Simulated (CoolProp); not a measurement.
Vapour-liquid equilibrium of ethane (1) + n-butane (2) at 0.24 MPa; x and y are mole fractions of (1).

Model: multi-fluid Helmholtz-energy mixture model, Bücker 2006 and Bücker 2006; pair parameters Kunz 2012, in CoolProp.

```
x     bubble temperature, mixture model (K)  bubble temperature, Raoult's law (K)  y, mixture model  y, Raoult's law
----  -------------------------------------  ------------------------------------  ----------------  ---------------
0.05                                    ___                                 276.4               ___            0.538
0.2                                   246.5                                 243.8               ___            0.903
0.35                                  229.4                                 228.3               ___            0.965
0.5                                   219.2                                 218.9             0.982            0.985
0.65                                  212.4                                 212.3             0.992            0.993
0.8                                   207.5                                 207.3             0.996            0.997
0.95                                  203.4                                 203.4             0.999            0.999
```

Fill in the missing entries.


- 0.05, bubble temperature, mixture model (K): 280.3
- 0.05, y, mixture model: 0.448
- 0.2, y, mixture model: 0.879
- 0.35, y, mixture model: 0.959

The largest gap from Raoult's law is +3.9 K in bubble temperature, at x = 0.05. No azeotrope shows between x = 0.05 and 0.95.

The pair parameters rest on a limited set of measurements; away from them the model extrapolates.
